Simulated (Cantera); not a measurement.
An isothermal, constant-pressure homogeneous reactor starts with NO : N2 = 1 : 0.13 (molar parts), at 1650 K and 180000 Pa. Integrator tolerance rtol = 1e-08.

Detailed kinetics in Cantera: GRI-Mech 3.0 (53 species, 325 reactions).

Problem. What does this change do: pressure from 180000 Pa to 93000 Pa?

Solution. 
```tsv
quantity	before	after
x(NO) at 20.0 s	0.187 (gas-phase equilibrium 0.00292)	0.305 (gas-phase equilibrium 0.00292)
x(N2O) at 20.0 s	1.35e-5 (gas-phase equilibrium 1.94e-7)	3.38e-5 (gas-phase equilibrium 1.39e-7)
x(N2) at 20.0 s	0.464 (gas-phase equilibrium 0.556)	0.405 (gas-phase equilibrium 0.556)
x(O2) at 20.0 s	0.348 (gas-phase equilibrium 0.441)	0.289 (gas-phase equilibrium 0.441)
x(O) at 20.0 s	1.15e-5 (gas-phase equilibrium 1.29e-5)	1.46e-5 (gas-phase equilibrium 1.79e-5)
x(NO2) at 20.0 s	0.00114 (gas-phase equilibrium 2.00e-5)	0.00122 (gas-phase equilibrium 1.44e-5)
```

Problem. What does this change do: temperature 1650 to 1450 K?

Solution. 
```json
[
 {"quantity": "x(NO) at 20.0 s", "before": "0.187 (gas-phase equilibrium 0.00292)", "after": "0.679 (gas-phase equilibrium 0.00116)"},
 {"quantity": "x(N2O) at 20.0 s", "before": "1.35e-5 (gas-phase equilibrium 1.94e-7)", "after": "0.000153 (gas-phase equilibrium 8.19e-8)"},
 {"quantity": "x(N2) at 20.0 s", "before": "0.464 (gas-phase equilibrium 0.556)", "after": "0.217 (gas-phase equilibrium 0.557)"},
 {"quantity": "x(O2) at 20.0 s", "before": "0.348 (gas-phase equilibrium 0.441)", "after": "0.100 (gas-phase equilibrium 0.442)"},
 {"quantity": "x(O) at 20.0 s", "before": "1.15e-5 (gas-phase equilibrium 1.29e-5)", "after": "4.88e-7 (gas-phase equilibrium 1.00e-6)"},
 {"quantity": "x(NO2) at 20.0 s", "before": "0.00114 (gas-phase equilibrium 2.00e-5)", "after": "0.00396 (gas-phase equilibrium 1.42e-5)"}
]
```
